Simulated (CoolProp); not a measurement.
Vapour-liquid equilibrium of CH2F2 (R32) (1) + R125 (2) at -84.75 °C; x and y are mole fractions of (1).

Model: multi-fluid Helmholtz-energy mixture model, Tillner-Roth 1997 and Lemmon 2005; pair parameters Lemmon 2004, in CoolProp.

Task: Give the bubble pressure and the first vapour's composition at x = 0.2, 0.35, 0.65. Is there an azeotrope?

Result: x = 0.2: 0.01157 MPa, y = 0.245; x = 0.35: 0.01208 MPa, y = 0.412; x = 0.65: 0.01293 MPa, y = 0.693. y crosses x between x = 0.8 and 0.95: the model has an azeotrope there.

The pair parameters rest on a limited set of measurements; away from them the model extrapolates.
